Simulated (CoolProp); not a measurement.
The numbers come from the reference Helmholtz-energy equation of state, Akasaka 2015 in CoolProp.

Problem. For R245fa, give the phase and the cp (kJ/(kg K)), cv (kJ/(kg K)) at 152.95 °C and 101 kPa.

Solution. 
- 152.95 °C and 101 kPa: gas; cp 1.09, cv 1.02
